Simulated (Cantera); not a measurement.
**Equilibrium for nitride etching: BN + NF3 + N2**

A closed system holds: 1 mol BN, 12 mol NF3, 0.68 mol N2, at 1000 K and 3.60 mbar.

Cantera equilibrium calculation (NASA polynomials, part measured and part estimated; ideal gas, pure solids and liquids). Candidate condensed phases: B, BN; 13 gas species. Rates play no part.

```json
{
  "x(F)": "0.626",
  "x(N2)": "0.200",
  "x(F2)": "0.146",
  "x(BF3)": "0.0278",
  "x(NF3)": "3.68e-5",
  "gas_amount": "35.92 mol",
  "log10 activity of B(s) (absent)": "-55.31"
}
```
